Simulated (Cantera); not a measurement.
Thermodynamics of iron carbonyl, mercury and lead vapours, feed PbO + O2 + N2

Input: 1 mol PbO, 0.16 mol O2, 7.1 mol N2, held at 0.110 bar.

Method: chemical equilibrium by Gibbs-energy minimisation in Cantera with the NASA 1993 tables (ideal gas, pure condensed phases). Candidate condensed phases: Pb, PbO, PbO2, Pb3O4; 12 gas species. Gases not in the tables: (PbO)n polymers. Kinetics and transport are ignored.

```
T (K)  log p N2  log p PbO  log p O2  log p Pb  n PbO(yellow)  n PbO(l)
-----  --------  ---------  --------  --------  -------------  --------
773       -0.97     -10.79     -2.62      <-12           1.00         0
848       -0.97      -9.12     -2.62      <-12           1.00         0
923       -0.97      -7.72     -2.62    -11.47          1.000         0
998       -0.97      -6.55     -2.62     -9.75          1.000         0
1073      -0.97      -5.54     -2.62     -8.28          1.000         0
1148      -0.97      -4.66     -2.62     -7.01          0.999         0
1223      -0.97      -3.96     -2.62     -5.96              0     0.993
1298      -0.97      -3.36     -2.62     -5.04              0     0.971
1373      -0.97      -2.83     -2.62     -4.23              0     0.896
1448      -0.99      -2.35     -2.61     -3.51              0     0.672
1523      -1.03      -1.93     -2.56     -2.89              0    0.0149
```
log p: log10 of the partial pressure in bar; n: condensed amount in mol.

From 773 K to 1148 K the condensed part is PbO(yellow). From 1223 K to 1523 K the condensed part is PbO(l).
